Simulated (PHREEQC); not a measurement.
Make-up at 25 °C: 0.12 mol CuCl2 and 6e-05 mol NaCl per kg of water. Closed to the air; pH follows from the charge balance.

Model: ion-association model, phreeqc.dat, run in PHREEQC.

```json
{
 "pH": "4.22",
 "ionic_strength": "0.323 mol/kgw",
 "activity_of_water": "0.994",
 "density": "1.012 g/cm³"
}
```

```json
[
 {"species": "Cl-", "molality": "0.221", "activity": "0.150", "log γ": "-0.167"},
 {"species": "Cu+2", "molality": "0.102", "activity": "0.0289", "log γ": "-0.547"},
 {"species": "CuCl+", "molality": "0.0172", "activity": "0.0117", "log γ": "-0.166"},
 {"species": "CuCl2", "molality": "0.000878", "activity": "0.000946", "log γ": "0.032"},
 {"species": "H+", "molality": "7.71e-5", "activity": "6.01e-5", "log γ": "-0.108"},
 {"species": "Na+", "molality": "6.00e-5", "activity": "4.37e-5", "log γ": "-0.138"},
 {"species": "Cu2(OH)2+2", "molality": "3.49e-5", "activity": "1.00e-5", "log γ": "-0.542"},
 {"species": "CuOH+", "molality": "7.01e-6", "activity": "4.79e-6", "log γ": "-0.166"},
 {"species": "CuCl3-", "molality": "7.40e-7", "activity": "5.05e-7", "log γ": "-0.166"},
 {"species": "Cu(OH)2", "molality": "1.54e-7", "activity": "1.65e-7", "log γ": "0.032"},
 {"species": "CuCl4-2", "molality": "1.52e-9", "activity": "3.81e-10", "log γ": "-0.600"}
]
```

This is a speciation only: nothing precipitates in the calculation.
